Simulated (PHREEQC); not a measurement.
Consider water at 85 °C and 50 atm with 4.1 mmol/kgw KHCO3 and 2.8 mmol/kgw Na2HPO4. Closed to the air; pH follows from the charge balance.

The numbers come from PHREEQC with the ion-association model, phreeqc.dat.

Each row changes one thing in this solution. Precipitation was switched off in this run.

| case | pH | ionic strength (mol/kgw) | HCO3- (mol/kgw) | CO3-2 (mol/kgw) | NaCO3- (mol/kgw) | CO2 (mol/kgw) |
|---|---|---|---|---|---|---|
| as made | 8.19 | 0.0123 | 0.00392 | 6.94e-5 | 5.38e-5 | 4.80e-5 |
| 0.0043 mol/kgw HNO3 added | 6.29 | 0.0102 | 0.00205 | 4.41e-7 | 3.59e-7 | 0.00204 |
| temperature from 85 to 35 °C | 8.47 | 0.0124 | 0.00396 | 9.74e-5 | 1.05e-5 | 2.30e-5 |
| diluted 10-fold with water | 7.97 | 0.00122 | 0.000397 | 3.33e-6 | 3.57e-7 | 8.80e-6 |
| Na2HPO4 replaced by Na2SiF6 at the same molality | 3.96 | 0.0106 | 1.96e-5 | 2.00e-11 | 1.62e-11 | 0.00408 |

Some of these states are supersaturated (in Quartz (slow to form), Chalcedony (slow to form), for instance). Under pressure, the constants of complexes without a molar volume in the database are unreliable. Constants without temperature data keep their 25 °C values here.
